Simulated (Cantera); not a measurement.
**Thermodynamics of silicon carbide growth, feed SiH4 + C3H8 + H2 + C2H4**

Charge: 1 mol SiH4, 0.17 mol C3H8, 99 mol H2, 1.2 mol C2H4, equilibrated at 100 Torr.

Method: chemical equilibrium by Gibbs-energy minimisation in Cantera with the NASA 1993 tables (ideal gas, pure condensed phases). Candidate condensed phases: C, C6H6, C7H8, C8H18, Si, SiC; 87 gas species. Gases not in the tables: Si2H6 and higher silanes. The numbers say what is thermodynamically allowed, not how fast it happens.

```json
[
 {"T (K)": "1875", "x H2": "0.998", "x H": "0.00179", "x C2H2 (acetylene)": "0.000316", "x Si": "2.27e-6", "x SiC2": "5.04e-8", "x Si2C": "3.54e-8", "x SiH": "7.69e-7", "x SiH2": "1.66e-6", "n C(graphite)": "1.84", "n SiC(s)": "0.999"},
 {"T (K)": "1925", "x H2": "0.997", "x H": "0.00261", "x C2H2 (acetylene)": "0.000456", "x Si": "5.36e-6", "x SiC2": "1.54e-7", "x Si2C": "1.06e-7", "x SiH": "1.59e-6", "x SiH2": "2.79e-6", "n C(graphite)": "1.81", "n SiC(s)": "0.999"},
 {"T (K)": "1975", "x H2": "0.996", "x H": "0.00374", "x C2H2 (acetylene)": "0.000646", "x Si": "1.21e-5", "x SiC2": "4.45e-7", "x Si2C": "2.98e-7", "x SiH": "3.17e-6", "x SiH2": "4.57e-6", "n C(graphite)": "1.77", "n SiC(s)": "0.998"},
 {"T (K)": "2025", "x H2": "0.994", "x H": "0.00525", "x C2H2 (acetylene)": "0.000899", "x Si": "2.62e-5", "x SiC2": "1.22e-6", "x Si2C": "7.98e-7", "x SiH": "6.11e-6", "x SiH2": "7.29e-6", "n C(graphite)": "1.72", "n SiC(s)": "0.996"},
 {"T (K)": "2075", "x H2": "0.991", "x H": "0.00726", "x C2H2 (acetylene)": "0.00123", "x Si": "5.47e-5", "x SiC2": "3.17e-6", "x Si2C": "2.03e-6", "x SiH": "1.14e-5", "x SiH2": "1.14e-5", "n C(graphite)": "1.66", "n SiC(s)": "0.991"},
 {"T (K)": "2125", "x H2": "0.988", "x H": "0.00989", "x C2H2 (acetylene)": "0.00166", "x Si": "0.000110", "x SiC2": "7.88e-6", "x Si2C": "4.95e-6", "x SiH": "2.06e-5", "x SiH2": "1.73e-5", "n C(graphite)": "1.57", "n SiC(s)": "0.983"},
 {"T (K)": "2175", "x H2": "0.984", "x H": "0.0133", "x C2H2 (acetylene)": "0.00220", "x Si": "0.000215", "x SiC2": "1.88e-5", "x Si2C": "1.16e-5", "x SiH": "3.62e-5", "x SiH2": "2.59e-5", "n C(graphite)": "1.47", "n SiC(s)": "0.966"},
 {"T (K)": "2225", "x H2": "0.979", "x H": "0.0176", "x C2H2 (acetylene)": "0.00287", "x Si": "0.000407", "x SiC2": "4.29e-5", "x Si2C": "2.60e-5", "x SiH": "6.20e-5", "x SiH2": "3.79e-5", "n C(graphite)": "1.35", "n SiC(s)": "0.937"},
 {"T (K)": "2275", "x H2": "0.972", "x H": "0.0229", "x C2H2 (acetylene)": "0.00370", "x Si": "0.000748", "x SiC2": "9.46e-5", "x Si2C": "5.62e-5", "x SiH": "0.000103", "x SiH2": "5.45e-5", "n C(graphite)": "1.21", "n SiC(s)": "0.882"},
 {"T (K)": "2325", "x H2": "0.964", "x H": "0.0296", "x C2H2 (acetylene)": "0.00471", "x Si": "0.00134", "x SiC2": "0.000201", "x Si2C": "0.000117", "x SiH": "0.000169", "x SiH2": "7.69e-5", "n C(graphite)": "1.06", "n SiC(s)": "0.785"},
 {"T (K)": "2375", "x H2": "0.953", "x H": "0.0377", "x C2H2 (acetylene)": "0.00592", "x Si": "0.00234", "x SiC2": "0.000414", "x Si2C": "0.000238", "x SiH": "0.000269", "x SiH2": "0.000107", "n C(graphite)": "0.908", "n SiC(s)": "0.615"},
 {"T (K)": "2425", "x H2": "0.939", "x H": "0.0475", "x C2H2 (acetylene)": "0.00733", "x Si": "0.00399", "x SiC2": "0.000827", "x Si2C": "0.000467", "x SiH": "0.000419", "x SiH2": "0.000145", "n C(graphite)": "0.770", "n SiC(s)": "0.319"},
 {"T (K)": "2475", "x H2": "0.923", "x H": "0.0592", "x C2H2 (acetylene)": "0.00898", "x Si": "0.00575", "x SiC2": "0.00139", "x Si2C": "0.000665", "x SiH": "0.000553", "x SiH2": "0.000168", "n C(graphite)": "0.565", "n SiC(s)": "0"},
 {"T (K)": "2525", "x H2": "0.907", "x H": "0.0731", "x C2H2 (acetylene)": "0.0109", "x Si": "0.00587", "x SiC2": "0.00163", "x Si2C": "0.000483", "x SiH": "0.000519", "x SiH2": "0.000139", "n C(graphite)": "0.0795", "n SiC(s)": "0"}
]
```
x: gas mole fraction; n: condensed amount in mol.

From 1875 K to 2425 K the condensed part is C(graphite) + SiC(s). From 2475 K to 2525 K the condensed part is C(graphite). The main Si-bearing gas is Si throughout.
